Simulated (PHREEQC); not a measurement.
A solution holds 0.12 mol NaOH, 0.0094 mol Na2SiO3 and 5.5e-05 mol K3PO4 per kg of water, at 72 °C. Closed to the air; pH follows from the charge balance.

Model: ion-association model, phreeqc.dat, run in PHREEQC.

The pH comes out as 11.70, the ionic strength is 0.143 mol/kgw and the density comes out as 0.983 g/cm³. The total alkalinity comes out as 139 meq/kg.

```json
[
 {"species": "Na+", "molality": "0.139", "activity": "0.103", "log γ": "-0.128"},
 {"species": "OH-", "molality": "0.125", "activity": "0.0893", "log γ": "-0.147"},
 {"species": "H3SiO4-", "molality": "0.00520", "activity": "0.00377", "log γ": "-0.141"},
 {"species": "H2SiO4-2", "molality": "0.00418", "activity": "0.00131", "log γ": "-0.503"},
 {"species": "K+", "molality": "0.000165", "activity": "0.000118", "log γ": "-0.145"},
 {"species": "PO4-3", "molality": "3.99e-5", "activity": "2.17e-6", "log γ": "-1.265"},
 {"species": "H4SiO4", "molality": "1.43e-5", "activity": "1.48e-5", "log γ": "0.014"},
 {"species": "HPO4-2", "molality": "1.40e-5", "activity": "4.24e-6", "log γ": "-0.518"},
 {"species": "NaHPO4-", "molality": "1.14e-6", "activity": "8.54e-7", "log γ": "-0.126"},
 {"species": "KHPO4-", "molality": "1.30e-9", "activity": "9.77e-10", "log γ": "-0.126"}
]
```

This is a speciation only: nothing precipitates in the calculation. At this temperature some constants are extrapolated from 25 °C, and those without enthalpy data are left unchanged.
